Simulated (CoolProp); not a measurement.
Values from CoolProp's reference Helmholtz-energy equation of state, Aleksandrov 2011. It is a short technical equation, of lower accuracy than the large ones.

Task: For n-undecane, give the phase and the Z, speed of sound (m/s), expansivity (1/kK), fugacity coefficient at 517.8 K and 7.5 MPa; 564.3 K and 7.5 MPa.

Result: 
- 517.8 K and 7.5 MPa: liquid; Z 0.472, speed of sound 637, expansivity 1.46, fugacity coefficient 0.0545
- 564.3 K and 7.5 MPa: liquid; Z 0.467, speed of sound 525, expansivity 1.73, fugacity coefficient 0.110
